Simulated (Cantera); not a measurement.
A freely propagating, adiabatic, planar premixed flame of H2 : O2 : N2 : H2O = 1 : 0.172 : 0.648 : 0.044 (molar parts), equivalence ratio 2.9, unburnt at 500 K and 38000 Pa; mixture-averaged transport, grid criteria slope 0.08 and curve 0.16, no radiation.

Detailed kinetics in Cantera: the H2/O2 subset of GRI-Mech 3.0, which has no nitrogen chemistry. Burning velocities carry a grid error of a few per cent, more on coarse grids.

**Question.** What does this change do: H2 1 to 0.78 parts?

**Answer.** 
| quantity | before | after |
|---|---|---|
| laminar burning velocity | 503 cm/s | 564 cm/s |
| thermal thickness | 1.56 mm | 1.47 mm |
| peak x(H) | 0.0773 | 0.0928 |
| peak x(HO2) | 0.000148 | 0.000167 |
| peak x(OH) | 0.00122 | 0.00296 |
